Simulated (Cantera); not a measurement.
Cantera run:

```python
import numpy as np
import cantera as ct

gas_names = """
    C CN CO CO2 C2 CCN CNC C2N2 C2O C3 C3O2 C4 C4N2 C5 Fe FeC5O5 FeO N NCO NO NO2 NO3 N2 N2O O O2 O3
""".split()
cond_names = """
    C(gr) Fe(a) Fe(c) Fe(d) Fe(L) FeC5O5(L) FeO(s) FeO(L) Fe2O3(s) Fe3O4(s)
""".split()


# ... load() reads the species with a 1 bar reference pressure and builds the phases ...
atoms = {
    'Fe(CO)5': {'Fe': 1, 'C': 5, 'O': 5},
    'N2': {'N': 2},
}
top_T = {'C(gr)': 4500, 'Fe2O3(s)': 1830, 'Fe3O4(s)': 1870}  # K; cautious upper limits of use, not melting points


# ... equilibrate(T, P, feed) seeds the gas with the atoms and calls Mixture.equilibrate('TP', solver="vcs", rtol=1e-11, max_steps=5000) ...
results = []
feed = {'Fe(CO)5': 1, 'N2': 13}  # mol
T = 1475  # K
P = 101325  # Pa
mix = equilibrate(T, P, feed)
results.append((T, P, feed, dict(zip(mix.species_names, mix.species_moles))))
print(gas.report(threshold=1e-06))
for i in range(1, mix.n_phases):
    print(f"{mix.phase(i).name:16s} {mix.phase_moles(i):12.5e} mol")
```

Result:

```
       temperature   1475 K
          pressure   1.0132e+05 Pa
           density   0.23145 kg/m^3
  mean mol. weight   28.014 kg/kmol
   phase of matter   gas

                          1 kg             1 kmol
                     ---------------   ---------------
          enthalpy        2.4647e+05        6.9047e+06  J
   internal energy        -1.913e+05       -5.3591e+06  J
           entropy            8849.1         2.479e+05  J/K
    Gibbs function       -1.2806e+07       -3.5874e+08  J
 heat capacity c_p            1241.9             34789  J/K
 heat capacity c_v            945.06             26475  J/K

                      mass frac. Y      mole frac. X     chem. pot. / RT
                     ---------------   ---------------   ---------------
                CO           0.27763           0.27767           -36.992
               CO2        0.00010198        6.4915e-05           -71.826
                N2           0.72227           0.72227           -26.273
     [  +24 minor]        1.7494e-07         8.789e-08

C(gr)             1.16834e-03 mol
Fe(c)             9.99998e-01 mol
FeC5O5(L)         0.00000e+00 mol
FeO(s)            0.00000e+00 mol
Fe2O3(s)          0.00000e+00 mol
Fe3O4(s)          0.00000e+00 mol
```

Method: chemical equilibrium by Gibbs-energy minimisation in Cantera with the NASA 1993 tables (ideal gas, pure condensed phases). Iron dissolves carbon and melts from about 1420 K in contact with it, which pure phases cannot show. Condensed phases not in the tables: cementite and carbon dissolved in iron.
